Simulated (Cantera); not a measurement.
A freely propagating, adiabatic, planar premixed flame of 45.3 % H2, 13.3 % O2, 41.3 % N2, equivalence ratio 1.7, unburnt at 450 K and 150000 Pa; mixture-averaged transport, grid criteria slope 0.08 and curve 0.16, no radiation.

Detailed kinetics in Cantera: the H2/O2 subset of GRI-Mech 3.0, which has no nitrogen chemistry. Burning velocities carry a grid error of a few per cent, more on coarse grids.

x: mole fraction of selected species; z is measured from the peak of heat release.

| z (mm) | T (K) | u (m/s) | x H2 | x O2 | x HO2 | x O | x H | x OH |
|---|---|---|---|---|---|---|---|---|
| -0.687 | 450 | 6.82 | 0.453 | 0.133 | <1e-8 | <1e-8 | <1e-8 | <1e-8 |
| -0.458 | 450 | 6.82 | 0.453 | 0.133 | <1e-8 | <1e-8 | <1e-8 | <1e-8 |
| -0.343 | 450 | 6.82 | 0.453 | 0.133 | <1e-8 | <1e-8 | <1e-8 | <1e-8 |
| -0.229 | 450 | 6.82 | 0.453 | 0.133 | ? | <1e-8 | <1e-8 | <1e-8 |
| -0.114 | 468 | 7.05 | 0.450 | 0.134 | 0.000223 | 3.98e-6 | 3.75e-5 | 2.92e-5 |
| -0.0572 | 753 | 11.0 | 0.413 | 0.128 | 0.000349 | 0.000280 | 0.00653 | 0.00114 |
| 0 | 1231 | 17.4 | 0.310 | 0.0906 | 0.000129 | 0.00351 | 0.0438 | 0.00276 |
| 0.0572 | 1555 | 21.7 | 0.208 | 0.0310 | 4.13e-5 | 0.00563 | 0.0819 | 0.00644 |
| 0.114 | 1704 | 23.7 | 0.176 | ? | ? | ? | ? | ? |
| 0.229 | 1842 | 25.3 | 0.174 | 0.00257 | 3.21e-6 | 0.00323 | 0.0792 | 0.00912 |
| 0.458 | 1982 | 27.0 | 0.183 | 0.00157 | 1.90e-6 | 0.00233 | 0.0623 | 0.00927 |
| 0.916 | 2116 | 28.5 | 0.191 | 0.000940 | 1.14e-6 | 0.00144 | 0.0457 | 0.00843 |
| 1.83 | 2228 | 29.8 | 0.198 | 0.000488 | 6.23e-7 | 0.000762 | 0.0317 | 0.00685 |

**Question.** Some entries are withheld; supply them.

**Answer.** 
- -0.229, x HO2: 1.14e-7
- 0.114, x O2: 0.00867
- 0.114, x HO2: 1.11e-5
- 0.114, x O: 0.00431
- 0.114, x H: 0.0894
- 0.114, x OH: 0.00809
